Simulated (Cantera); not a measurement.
A perfectly stirred reactor is fed with H2 : O2 = 0.092 : 1 (molar parts), at 0.00790 atm; it is held at 1450 K, and followed from long to short residence time.

Computed with Cantera and the H2/O2 subset of GRI-Mech 3.0, which has no nitrogen chemistry. Radical loss at walls, strong at low pressure, is not modelled. The temperature is held fixed by assumption; the heat of reaction is taken as removed at once.

x: mole fraction; the columns are a selection and need not sum to one.

```tsv
τ (s)	x H2	x O2	x H2O2	x HO2	x OH	x H2O
19	9.09e-5	0.909	1.27e-8	___	0.00210	0.0866
4.5	0.000230	0.906	2.01e-8	___	0.00334	0.0856
1.0	0.000569	0.897	2.99e-8	___	0.00524	0.0833
0.24	0.00118	0.882	3.87e-8	___	0.00746	0.0793
0.056	0.00198	0.864	4.38e-8	1.49e-6	0.00934	0.0741
0.013	0.00298	0.853	4.69e-8	1.56e-6	0.0105	0.0701
0.0030	0.00584	0.853	5.35e-8	1.61e-6	0.0118	0.0655
0.00069	0.0163	0.863	6.47e-8	1.59e-6	0.0137	0.0538
0.00016	0.0517	0.891	4.26e-8	___	0.00986	0.0236
```

**Question.** Fill in the missing entries.

**Answer.** 
- 19, x HO2: 3.21e-7
- 4.5, x HO2: 5.86e-7
- 1.0, x HO2: 9.62e-7
- 0.24, x HO2: 1.30e-6
- 0.00016, x HO2: 1.22e-6
